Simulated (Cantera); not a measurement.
Charge: 1 mol SiH2Cl2, 20 mol NH3, 4.7 mol N2, at 1623.15 K and 26.0 Pa.

Cantera equilibrium calculation (NASA polynomials, part measured and part estimated; ideal gas, pure solids and liquids). The tables' values for SiCl are old estimates; treat these amounts as uncertain. Rates play no part.

```tsv
species	before	after
H2	0.645	0.652
N2	0.314	0.305
HCl	0.0316	0.0434
SiCl2	0.00543	7.84e-7
Si	0.000604	<1e-9
SiCl	0.000106	<1e-9
SiH	1.57e-5	<1e-9
H	0.00345	4.06e-7
Cl	0.000133	2.47e-8
Si(s), mol	0.711	0
Si3N4(s), mol	0	0.333
```
Gas species are given as mole fractions.

Question: Which change was made?
(A) pressure from 26.0 Pa to 49.0 Pa
(B) temperature from 1623.15 K to 1050 K
(C) NH3 from 20 to 0.16 mol
(D) temperature from 1623.15 K to 1848 K

Answer: B, temperature from 1623.15 K to 1050 K
